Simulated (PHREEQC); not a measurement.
Solution (70 °C): 20 mmol/kgw NaCl. Closed to the air; pH follows from the charge balance.

All values are PHREEQC results (ion-association model, phreeqc.dat), not measurements.

This is a speciation only: nothing precipitates in the calculation.

Q: Estimate the specific conductance.

A: specific conductance 5020 µS/cm.

Complexes and solids missing from the database can't appear. Constants without temperature data keep their 25 °C values here.
